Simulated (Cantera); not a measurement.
A freely propagating, adiabatic, planar premixed flame of CH₄ : O₂ : N₂ = 1 : 1.54 : 5.78 (molar parts), equivalence ratio 1.3, unburnt at 425 K and 101000 Pa; mixture-averaged transport, grid criteria slope 0.08 and curve 0.16, no radiation.

Model: GRI-Mech 3.0 (53 species, 325 reactions), integrated in Cantera. Burning velocities carry a grid error of a few per cent, more on coarse grids.

Q: What does this change do: inlet temperature 425 to 300 K?

A: 
```
quantity                     before      after
------------------------  ---------  ---------
laminar burning velocity  47.7 cm/s  24.2 cm/s
thermal thickness          0.483 mm   0.615 mm
peak x(CH₂O)                0.00107   0.000987
peak x(CH₂)                 7.00e-5    5.08e-5
```
